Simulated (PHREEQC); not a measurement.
Consider water at 25 °C with 0.094 mol/kgw HBr, 8.4e-05 mol/kgw FeCl3 and 0.16 mol/kgw KCl. Closed to the air; pH follows from the charge balance.

Equilibrium calculation in PHREEQC: ion-association model, phreeqc.dat.

| quantity | before | after |
|---|---|---|
| pH | 1.13 | 0.96 |
| FeCl+2 (mol/kgw) | 4.41e-5 | 4.41e-5 |
| Fe+3 (mol/kgw) | 3.04e-5 | 3.13e-5 |
| FeCl2+ (mol/kgw) | 8.33e-6 | 7.82e-6 |
| FeOH+2 (mol/kgw) | 1.13e-6 | 7.70e-7 |
| FeCl3 (mol/kgw) | 6.35e-8 | 5.70e-8 |
| SI of Hematite (Fe2O3) | -0.12 | -1.19 |
| SI of Goethite (FeOOH) | -1.06 | -1.60 |

Question: Name the change that produced these shifts.
A) temperature from 25 to 75 °C
B) HBr left out
C) diluted 2-fold with water
D) HBr from 0.094 to 0.141 mol/kgw
E) HBr from 0.094 to 0.188 mol/kgw

Answer: D, HBr from 0.094 to 0.141 mol/kgw

Precipitation was switched off in this run.
